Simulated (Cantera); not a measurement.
# Thermodynamics of carbon deposition, reforming and gasification, feed C2H4 + CO2 + N2

Input: 1 mol C2H4, 1.1 mol CO2, 0.71 mol N2, held at 0.133 bar.

Method: chemical equilibrium by Gibbs-energy minimisation in Cantera with the NASA 1993 tables (ideal gas, pure condensed phases). Candidate condensed phases: C, C6H6, C7H8, C8H18, H2O; 136 gas species. Rates play no part.

From 673 K to 1323 K the condensed part is C(graphite). The main C-bearing gas is CO2 at 673 K and CO at 1323 K. The share of C in condensed phases is highest at 673 K (71.3 %) and lowest at 1323 K (29.0 %).

```csv
T (K),x CO,x H2,x H2O,x N2,x CO2,x CH4,x NH3,n C(graphite)
673,0.0106,0.193,0.296,0.227,0.199,0.0756,7.23e-5,2.21
723,0.0311,0.271,0.230,0.215,0.202,0.0521,6.10e-5,2.16
773,0.0765,0.337,0.164,0.200,0.190,0.0320,4.62e-5,2.04
823,0.156,0.380,0.105,0.185,0.156,0.0180,3.20e-5,1.83
873,0.260,0.399,0.0589,0.169,0.103,0.00953,2.10e-5,1.54
923,0.353,0.403,0.0293,0.157,0.0524,0.00504,1.37e-5,1.25
973,0.407,0.404,0.0136,0.150,0.0222,0.00279,9.28e-6,1.06
1023,0.432,0.405,0.00637,0.147,0.00888,0.00164,6.60e-6,0.966
1073,0.441,0.405,0.00310,0.146,0.00365,0.00101,4.86e-6,0.928
1123,0.445,0.406,0.00159,0.145,0.00159,0.000645,3.69e-6,0.912
1173,0.447,0.406,0.000859,0.145,0.000742,0.000428,2.86e-6,0.906
1223,0.447,0.407,0.000487,0.145,0.000367,0.000294,2.26e-6,0.903
1273,0.448,0.407,0.000289,0.145,0.000192,0.000207,1.82e-6,0.901
1323,0.448,0.407,0.000178,0.145,0.000106,0.000150,1.49e-6,0.900
```
x: gas mole fraction; n: condensed amount in mol.
